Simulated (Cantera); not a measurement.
Input: 1 mol ZrN, 0.015 mol N2, equilibrated at 98.0 Pa.

Method: chemical equilibrium by Gibbs-energy minimisation in Cantera with the NASA 1993 tables (ideal gas, pure condensed phases). Candidate condensed phases: Zr, ZrN; 9 gas species. Ions and electrons are included (thermal ionisation). ZrN: taken at fixed stoichiometry. Condensed phases not in the tables: N, O or C dissolved in the metal. Rates play no part.

**Question.** What share of the Zr ends up in condensed phases as a function of T (K), at 2500, 3000, 3500, 4000, 4500, 5000?

**Answer.** 
```csv
T (K),Zr condensed (%),as
2500,100.0,ZrN(s)
3000,79.8,Zr(l)
3500,0.0,-
4000,0.0,-
4500,0.0,-
5000,0.0,-
```
